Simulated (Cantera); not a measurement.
Gas mixture: N2O = 0.15 (molar parts), at 500000 Pa, frozen composition.

Cantera's kinetic-theory transport with the Lennard-Jones parameters of GRI-Mech 3.0, ideal gas; thermal conductivity in the mixture-averaged form. The composition is frozen, though it would react at the higher temperatures.

One state of this run: ρ (kg/m³) = 4.81; cp (J/kg/K) = 1073; μ (µPa s) = 25.5; λ (mW/m/K) = 37.0; Pr = 0.739; D (cm²/s) CH4 = 0.104; D (cm²/s) OH = 0.145; D (cm²/s) NH3 = 0.105. D: mixture-averaged diffusion coefficient of that species in the mixture.

### Question
Which value of T (K) does it belong to?
A. 550
B. 850
C. 700
D. 1000

### Answer
A, 550
